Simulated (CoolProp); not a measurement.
Vapour-liquid equilibrium of C2F6 (R116) (1) + R22 (2) at 218 K; x and y are mole fractions of (1).

Computed with CoolProp (multi-fluid Helmholtz-energy mixture model, Lemmon 2006 and Kamei 1995; pair parameters Bell 2016).

```
x     bubble pressure (bar)  y at the bubble point  dew pressure at overall composition x (bar)  liquid density (mol/L)
----  ---------------------  ---------------------  -------------------------------------------  ----------------------
0.05                  1.217                    [?]                                          [?]                   16.36
0.2                   2.231                  0.797                                          [?]                     [?]
0.35                  2.509                  0.827                                       0.7523                   14.13
0.5                   2.611                  0.839                                       0.9720                     [?]
0.65                  2.709                  0.856                                        1.369                   12.36
0.8                   2.840                  0.890                                          [?]                   11.64
0.95                    [?]                  0.962                                        2.959                   11.03
```

Fill in the missing entries.


- 0.05, y at the bubble point: 0.604
- 0.05, dew pressure at overall composition x (bar): 0.5172
- 0.2, dew pressure at overall composition x (bar): 0.6132
- 0.2, liquid density (mol/L): 15.19
- 0.5, liquid density (mol/L): 13.19
- 0.8, dew pressure at overall composition x (bar): 2.260
- 0.95, bubble pressure (bar): 2.973

No azeotrope shows between x = 0.05 and 0.95.

The pair parameters rest on a limited set of measurements; away from them the model extrapolates. With so large a gap from Raoult's law the liquid may split in two, which this calculation doesn't test in full.
